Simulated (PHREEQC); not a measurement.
Make-up at 25 °C: 3.2 mol H2SO4, 0.089 mol Na2SO4 and 0.26 mol MgCl2 per kg of water. It is in equilibrium with CO2 at log p = -2 (atm). Otherwise closed; pH follows from the charge balance.

Computed with PHREEQC (Pitzer model, pitzer.dat).

| quantity | before | after |
|---|---|---|
| pH | -1.34 | -1.19 |
| ionic strength (mol/kgw) | 5.38 | 4.70 |
| HSO4- (mol/kgw) | 2.63 | 2.98 |
| SO4-2 (mol/kgw) | 0.655 | 0.314 |
| HCO3- (mol/kgw) | 5.50e-11 | 2.99e-11 |
| SI of Epsomite (MgSO4:7H2O) | -1.35 | -2.30 |
| SI of Hexahydrite (MgSO4:6H2O) | -1.54 | -2.13 |

Q: What was changed between the two runs?
A) temperature from 25 to 70 °C
B) temperature from 25 to 50 °C
C) H2SO4 left out
D) diluted 100-fold with water

A: A, temperature from 25 to 70 °C

This is a speciation only: nothing precipitates in the calculation. In brines, pH and single-ion activities rest on the MacInnes convention. Away from 25 °C the constants follow the database's enthalpies or fits; those with neither stay at their 25 °C values.
